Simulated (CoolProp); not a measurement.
Vapour-liquid equilibrium of ethane (1) + propane (2) at 201.7 K; x and y are mole fractions of (1).

Values from CoolProp's multi-fluid Helmholtz-energy mixture model, Bücker 2006 and Lemmon 2009; pair parameters Kunz 2012.

| x | bubble pressure (MPa) | y at the bubble point | dew pressure at overall composition x (MPa) | liquid density (mol/L) |
|---|---|---|---|---|
| 0.05 | 0.03236 | 0.339 | 0.02345 | 14.07 |
| 0.2 | 0.06176 | 0.703 | 0.02737 | 14.54 |
| 0.35 | 0.09151 | 0.834 | 0.03284 | 15.03 |
| 0.5 | 0.1225 | 0.904 | 0.04102 | 15.54 |
| 0.65 | 0.1550 | 0.946 | 0.05459 | 16.06 |
| 0.8 | 0.1887 | 0.975 | 0.08132 | 16.60 |
| 0.95 | 0.2230 | 0.995 | 0.1585 | 17.16 |

No azeotrope shows between x = 0.05 and 0.95.

The pair parameters rest on a limited set of measurements; away from them the model extrapolates.
